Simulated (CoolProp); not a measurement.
A single-stage vapour-compression cycle with neopentane: evaporating at 268.15 K (dew point), condensing at 311.15 K (bubble point), superheat 2 K, subcooling 0 K, compressor efficiency 0.7, no pressure losses. Each further row changes one setting.

The numbers come from the reference Helmholtz-energy equation of state, Lemmon 2006 in CoolProp. It is a short technical equation, of lower accuracy than the large ones.

```json
[
 {"case": "as stated", "cooling COP": "3.54", "pressure ratio": "4.38", "discharge temperature (K)": "314.1", "refrigerating effect (kJ/kg)": "232", "volumetric capacity (kJ/m³)": "446"},
 {"case": "evaporating temperature 273.15 K", "cooling COP": "4.19", "pressure ratio": "3.59", "discharge temperature (K)": "313.4", "refrigerating effect (kJ/kg)": "239", "volumetric capacity (kJ/m³)": "554"},
 {"case": "condensing temperature 306.15 K", "cooling COP": "4.14", "pressure ratio": "3.78", "discharge temperature (K)": "___", "refrigerating effect (kJ/kg)": "244", "volumetric capacity (kJ/m³)": "469"},
 {"case": "subcooling 5 K", "cooling COP": "___", "pressure ratio": "4.38", "discharge temperature (K)": "314.1", "refrigerating effect (kJ/kg)": "244", "volumetric capacity (kJ/m³)": "469"},
 {"case": "superheat 12 K", "cooling COP": "3.62", "pressure ratio": "4.38", "discharge temperature (K)": "324.2", "refrigerating effect (kJ/kg)": "___", "volumetric capacity (kJ/m³)": "458"},
 {"case": "compressor efficiency 0.6", "cooling COP": "3.03", "pressure ratio": "4.38", "discharge temperature (K)": "___", "refrigerating effect (kJ/kg)": "232", "volumetric capacity (kJ/m³)": "446"}
]
```

Task: Fill in the missing entries.

Result: 
- condensing temperature 306.15 K, discharge temperature (K): 309.7
- subcooling 5 K, cooling COP: 3.72
- superheat 12 K, refrigerating effect (kJ/kg): 248
- compressor efficiency 0.6, discharge temperature (K): 320.0
